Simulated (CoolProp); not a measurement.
Vapour-liquid equilibrium of isopentane (1) + R365MFC (2) at 0.0356 MPa; x and y are mole fractions of (1).

The numbers come from the multi-fluid Helmholtz-energy mixture model, Lemmon 2006 and Lemmon 2016; pair parameters Bell 2016 in CoolProp.

```csv
x,"bubble temperature, mixture model (°C)","bubble temperature, Raoult's law (°C)","y, mixture model","y, Raoult's law"
0.05,7.9,13.2,[?],0.083
0.125,2.4,12.0,0.474,0.199
0.2,[?],10.9,0.570,0.304
0.275,-2.2,9.8,0.620,0.400
0.35,-3.1,8.7,0.647,0.488
0.425,-3.4,7.7,[?],0.569
0.5,-3.6,6.7,0.671,0.642
0.575,-3.7,5.7,[?],0.709
0.65,-3.8,4.7,0.685,0.771
0.725,-3.8,3.8,0.698,0.828
0.8,-3.6,2.9,[?],0.880
0.875,-3.1,2.1,0.770,0.928
0.95,[?],1.2,[?],0.972
```

Problem. Complete the blanks.

Solution. 
- 0.05, y, mixture model: 0.272
- 0.2, bubble temperature, mixture model (°C): -0.6
- 0.425, y, mixture model: 0.662
- 0.575, y, mixture model: 0.677
- 0.8, y, mixture model: 0.722
- 0.95, bubble temperature, mixture model (°C): -1.5
- 0.95, y, mixture model: 0.869

The largest gap from Raoult's law is -12.0 K in bubble temperature, at x = 0.275. y crosses x between x = 0.65 and 0.725: the model has an azeotrope there.

The pair parameters rest on a limited set of measurements; away from them the model extrapolates.
